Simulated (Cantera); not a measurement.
Feed: 1 mol Si3N4, 0.38 mol CO2, 12 mol N2, at 1425 K and 0.0100 bar.

Equilibrium computed with Cantera from the NASA thermochemical tables; the gas is ideal and each condensed phase is pure. Candidate condensed phases: C, Si, SiC, SiO2, Si2N2O, Si3N4; 34 gas species. Mutual solubility and eutectic melting of coexisting phases are not modelled. Equilibrium is a limit: real reactors are often held back by kinetics, nucleation or transport.

Task: What is the equilibrium state?

Result: 
```
Quantity                                    Value
--------------------------------------  ---------
x(N2)                                       1.000
x(CO)                                    0.000258
x(SiO)                                    1.27e-6
n(SiC(s))                               0.377 mol
n(Si2N2O(s))                            0.757 mol
n(Si3N4(s))                             0.370 mol
gas amount                              12.51 mol
log10 activity of C(graphite) (absent)      -0.27
log10 activity of Si(s) (absent)            -2.00
```
